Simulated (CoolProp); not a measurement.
Saturated liquid density (kg/m³) of n-perfluorohexane: the reference equation beside estimates from Tc = 448.0 K, pc = 17.42 bar, ω = 0.497. Rackett uses Z = 0.29056 − 0.08775 ω.

Model: reference Helmholtz-energy equation of state, Gao 2022, in CoolProp.

| T (K) | reference | Rackett | van der Waals | Redlich-Kwong |
|---|---|---|---|---|
| 216.7 | 1904 | 2037 | 1046 | 1554 |
| 224 | 1883 | 2016 | 1036 | (withheld) |
| 231.3 | 1863 | 1994 | 1027 | 1523 |
| 238.7 | (withheld) | 1972 | 1017 | 1506 |
| 246 | 1822 | 1950 | 1007 | (withheld) |
| 253.3 | 1802 | 1927 | 996.7 | 1472 |
| 260.7 | 1782 | 1904 | 986.1 | 1454 |
| 268 | 1761 | 1881 | (withheld) | 1436 |
| 275.3 | 1741 | 1857 | 964.5 | 1417 |
| 282.7 | 1720 | 1832 | 953.2 | 1398 |
| 290 | 1699 | 1808 | 941.6 | 1378 |
| 297.3 | 1678 | 1783 | 929.8 | 1357 |
| 304.6 | 1657 | 1757 | (withheld) | 1335 |

Q: Some entries are withheld; supply them.

A: 
- 224, Redlich-Kwong: 1539
- 238.7, reference: 1842
- 246, Redlich-Kwong: 1490
- 268, van der Waals: 975.4
- 304.6, van der Waals: 917.6

Absolute difference from the reference over all 13 rows, mean and median: Rackett 6.7 and 6.8 %, van der Waals 44.7 and 44.7 %, Redlich-Kwong 18.6 and 18.4 %.
